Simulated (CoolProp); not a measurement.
Properties of nitrogen along the isotherm -137.75 °C (Tc = -147.0 °C, pc = 3396 kPa, ω = 0.037).

Values from CoolProp's reference Helmholtz-energy equation of state, Span 2000.

```tsv
p (kPa)	phase	Z	speed of sound (m/s)	Joule-Thomson coefficient (K/MPa)	isothermal compressibility (1/MPa)	expansivity (1/kK)	viscosity (µPa s)
3400	supercritical	0.6555	202.9	8.553	0.5096	27.48	11.7
6790	supercritical	0.3668	318.8	1.611	0.08152	27.22	31.2
10200	supercritical	0.4724	432.5	0.5815	0.02737	13.20	41.1
13600	supercritical	0.5865	505.0	0.2284	0.01645	9.538	47.5
17000	supercritical	0.6994	560.8	0.03946	0.01179	7.748	52.7
20400	supercritical	0.8101	607.1	-0.08030	0.009214	6.657	57.2
23800	supercritical	0.9187	647.2	-0.1636	0.007576	5.910	61.3
27200	supercritical	1.025	682.7	-0.2249	0.006441	5.360	65.2
30600	supercritical	1.130	714.8	-0.2721	0.005609	4.935	68.8
34000	supercritical	1.233	744.1	-0.3093	0.004972	4.594	72.3
```

Viscosity comes from a separate model (Lemmon 2004).
